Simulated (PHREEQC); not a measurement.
Solution (25 °C and 500 atm): 0.0042 mol/kgw NH3, 0.00052 mol/kgw CO2 and 0.085 mol/kgw Na2CO3. Closed to the air; pH follows from the charge balance.

Computed with PHREEQC (ion-association model, phreeqc.dat).

Precipitation was switched off in this run.

Task: Order these Na species by the share of Na that they hold, largest first: NaCO3-, NaHCO3, Na+.

Result: Na+ (79 %), NaCO3- (21 %), NaHCO3 (0.11 %)

Task: Order these C species by the share of C that they hold, largest first: CO3-2, NaCO3-, NaHCO3, HCO3-.

Result: CO3-2 (55 %), NaCO3- (42 %), HCO3- (3.2 %), NaHCO3 (0.22 %)

The pH is 10.98 and the ionic strength 0.181 mol/kgw. Under pressure, the constants of complexes without a molar volume in the database are unreliable.
